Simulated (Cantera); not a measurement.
A perfectly stirred reactor is fed with NO : N2 = 1 : 0.39 (molar parts), at 30.8 Torr; it is held at 2200 K, and followed from long to short residence time.

Cantera simulation using GRI-Mech 3.0 (53 species, 325 reactions); the numbers are that mechanism's predictions, not measurements. Radical loss at walls, strong at low pressure, is not modelled.

Predict: x(NO) at τ = 25.0 s; x(O) at τ = 25.0 s; x(O2) at τ = 25.0 s; x(N2) at τ = 25.0 s; x(NO2) at τ = 25.0 s; x(NO) at τ = 64.0 ms; x(O) at τ = 64.0 ms; x(O2) at τ = 64.0 ms; x(N2) at τ = 64.0 ms; x(NO2) at τ = 64.0 ms.


```json
{
 "x(NO) at τ = 25.0 s": "0.0364",
 "x(O) at τ = 25.0 s": "0.00778",
 "x(O2) at τ = 25.0 s": "0.336",
 "x(N2) at τ = 25.0 s": "0.620",
 "x(NO2) at τ = 25.0 s": "1.19e-5",
 "x(NO) at τ = 64.0 ms": "0.678",
 "x(O) at τ = 64.0 ms": "0.00248",
 "x(O2) at τ = 64.0 ms": "0.0190",
 "x(N2) at τ = 64.0 ms": "0.300",
 "x(NO2) at τ = 64.0 ms": "5.52e-5"
}
```
